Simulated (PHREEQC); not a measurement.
A solution holds 0.25 mol/kgw H2SO4 and 0.033 mol/kgw CaCl2, at 20 °C. Closed to the air; pH follows from the charge balance.

Equilibrium calculation in PHREEQC: ion-association model, wateq4f.dat.

Precipitation was switched off in this run.

Predict the pH, ionic strength, activity of water.

pH 0.65; ionic strength 0.378 mol/kgw; activity of water 0.989.

In which forms is S present?

HSO4- 81 %, SO4-2 12 %, CaHSO4+ 4.2 %, CaSO4 2.3 % of the S.

Saturation is exceeded, for instance for Gypsum; the values hold only as long as no solid forms.
